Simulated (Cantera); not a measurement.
**Diamond growth**

A diamond (100) surface in a fixed gas of H2 with x(CH4) = 0.018, x(H) = 0.00087, x(CH3) = 0.0015, 0.0630 bar; coverages are run to steady state.

Computed with Cantera and the Harris–Goodwin 1993 mechanism for the reconstructed diamond (100) surface.

```json
[
 {"T (K)": "925", "growth (µm/h)": "12.2", "θ c6HH": "0.279", "θ c6H*": "0.00492", "θ c6*H": "0.126", "θ c6**": "0.00149", "θ c6HM": "0.462"},
 {"T (K)": "975", "growth (µm/h)": "16.7", "θ c6HH": "0.300", "θ c6H*": "0.00744", "θ c6*H": "0.164", "θ c6**": "0.00251", "θ c6HM": "0.394"},
 {"T (K)": "1025", "growth (µm/h)": "20.5", "θ c6HH": "0.332", "θ c6H*": "0.0112", "θ c6*H": "0.215", "θ c6**": "0.00415", "θ c6HM": "0.311"},
 {"T (K)": "1075", "growth (µm/h)": "20.5", "θ c6HH": "0.382", "θ c6H*": "0.0171", "θ c6*H": "0.288", "θ c6**": "0.00683", "θ c6HM": "0.206"},
 {"T (K)": "1125", "growth (µm/h)": "15.9", "θ c6HH": "0.428", "θ c6H*": "0.0247", "θ c6*H": "0.369", "θ c6**": "0.0105", "θ c6HM": "0.104"},
 {"T (K)": "1175", "growth (µm/h)": "10.9", "θ c6HH": "0.446", "θ c6H*": "0.0319", "θ c6*H": "0.429", "θ c6**": "0.0142", "θ c6HM": "0.0424"},
 {"T (K)": "1225", "growth (µm/h)": "8.16", "θ c6HH": "0.443", "θ c6H*": "0.0380", "θ c6*H": "0.463", "θ c6**": "0.0175", "θ c6HM": "0.0156"},
 {"T (K)": "1275", "growth (µm/h)": "7.23", "θ c6HH": "0.433", "θ c6H*": "0.0431", "θ c6*H": "0.481", "θ c6**": "0.0205", "θ c6HM": "0.00563"},
 {"T (K)": "1325", "growth (µm/h)": "6.78", "θ c6HH": "0.423", "θ c6H*": "0.0478", "θ c6*H": "0.490", "θ c6**": "0.0233", "θ c6HM": "0.00206"},
 {"T (K)": "1375", "growth (µm/h)": "5.61", "θ c6HH": "0.417", "θ c6H*": "0.0520", "θ c6*H": "0.494", "θ c6**": "0.0263", "θ c6HM": "0.000762"}
]
```
θ: site fractions in the mechanism's names (c6HH fully hydrogenated, c6H* and c6*H radical sites, c6** diradical, c6HM methylated).
